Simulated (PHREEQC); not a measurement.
Alkaline etch or developer (model solution)

Dissolve 0.00096 mol/kgw LiOH, 0.00022 mol/kgw H4SiO4 and 6e-05 mol/kgw Na2CO3 at 28 °C. Closed to the air; pH follows from the charge balance.

All values are PHREEQC results (ion-association model, phreeqc.dat), not measurements.

Each row changes one thing in this solution. No solid was allowed to form.

| case | pH | ionic strength (mol/kgw) | H3SiO4- (mol/kgw) | CO3-2 (mol/kgw) | H4SiO4 (mol/kgw) | HCO3- (mol/kgw) | SI of Quartz (SiO2) |
|---|---|---|---|---|---|---|---|
| as made | 10.77 | 0.00113 | 0.000199 | 4.59e-5 | 2.00e-5 | 1.40e-5 | -0.76 |
| diluted 100-fold with water | 8.89 | 1.08e-5 | 2.50e-7 | 2.26e-8 | 1.95e-6 | 5.76e-7 | -1.77 |
| H4SiO4 replaced by (NH4)2SiF6 at the same molality | 8.71 | 0.00141 | 1.79e-5 | 1.70e-6 | 0.000202 | 5.81e-5 | +0.24 |
| Na2CO3 from 6e-05 to 1.2e-05 mol/kgw | 10.76 | 0.000994 | 0.000199 | 9.14e-6 | 2.02e-5 | 2.85e-6 | -0.76 |
| temperature from 28 to 55 °C | 10.03 | 0.00111 | 0.000175 | 2.73e-5 | 4.46e-5 | 3.25e-5 | -0.77 |

Species that the database lacks are ignored. Some of these states are supersaturated (in Quartz (slow to form), for instance). Away from 25 °C the constants follow the database's enthalpies or fits; those with neither stay at their 25 °C values. SiF6-2 is the database's only silicon fluoride.
